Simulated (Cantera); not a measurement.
Low-pressure radical oxidation in H2/O2

An isothermal, constant-pressure homogeneous reactor starts with 50.0 % H₂, 50.0 % O₂, equivalence ratio 0.50, at 1450 K and 380 Pa.

Cantera simulation using the H2/O2 subset of GRI-Mech 3.0, which has no nitrogen chemistry; the numbers are that mechanism's predictions, not measurements. Radical loss at walls, strong at low pressure, is not modelled. The temperature is held fixed by assumption; the heat of reaction is taken as removed at once.

```csv
t (s),x H₂,x O₂,x H₂O,x H,x HO₂,x O
2.00e-6,0.500,0.500,2.23e-12,6.45e-9,6.50e-9,5.45e-11
1.83e-5,0.500,0.500,1.46e-9,5.72e-8,5.96e-8,3.93e-9
0.000168,0.500,0.500,6.51e-7,9.75e-7,5.43e-7,2.26e-7
0.00154,0.145,0.328,0.248,0.183,1.30e-6,0.0652
0.0141,0.0556,0.277,0.335,0.205,1.36e-6,0.0972
0.130,0.0434,0.299,0.465,0.106,1.81e-6,0.0591
1.19,0.00140,0.331,0.660,0.000454,7.04e-7,0.00149
10.9,3.04e-5,0.333,0.666,1.45e-6,1.09e-7,3.22e-5
100,1.79e-5,0.333,0.666,6.53e-7,1.22e-7,1.89e-5
```
x: mole fraction; the columns are a selection and need not sum to one.

Equilibrium at this temperature and pressure: H₂ 1.79e-5, O₂ 0.333, H₂O 0.666, H 6.53e-7, HO₂ 1.22e-7, O 1.89e-5 (gas phase only).
